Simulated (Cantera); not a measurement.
# Equilibrium for calcination and drying: MgSO4 + H2O + H2

A closed system holds: 1 mol MgSO4, 0.53 mol H2O, 0.25 mol H2, at 0.000190 bar.

Cantera equilibrium calculation (NASA polynomials, part measured and part estimated; ideal gas, pure solids and liquids). Candidate condensed phases: H2O, H2SO4, Mg, MgO, Mg(OH)2, MgS, MgSO4, S; 26 gas species. Gases not in the tables: S3 to S7. Kinetics and transport are ignored.

From 550 K to 925 K the condensed part is MgO(s) + MgSO4(s). From 1000 K to 1075 K the condensed part is MgO(s).

```
T (K)  x H2O   x SO2      x O2     x H2S  n MgO(s)  n MgSO4(s)
-----  -----  ------  --------  --------  --------  ----------
550    0.908  0.0222    <1e-12    0.0635    0.0782       0.922
625    0.757   0.243    <1e-12   4.64e-5     0.250       0.750
700    0.757   0.243    <1e-12  1.08e-10     0.250       0.750
775    0.757   0.243  6.62e-11    <1e-12     0.250       0.750
850    0.757   0.243   2.18e-6    <1e-12     0.250       0.750
925    0.730   0.257    0.0114    <1e-12     0.276       0.724
1000   0.363   0.460     0.172    <1e-12      1.00           0
1075   0.362   0.462     0.173    <1e-12      1.00           0
```
x: gas mole fraction; n: condensed amount in mol.
